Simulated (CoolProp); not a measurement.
R115 at several states: Z from the reference equation and from simpler models built on Tc = 353.1 K, pc = 31.29 bar, ω = 0.248; each cubic takes its own stable root.

The numbers come from the reference Helmholtz-energy equation of state, Lemmon 2016 in CoolProp.

```tsv
T (K)	p (bar)	phase	reference	van der Waals	Soave-Redlich-Kwong	Peng-Robinson
183.2	19.8	liquid	0.1168	0.1862	0.1237	0.1099
327.6	3.64	gas	0.9493	0.9571	0.9474	0.9427
304.8	0.894	gas	0.9848	0.9878	0.9842	0.9830
```
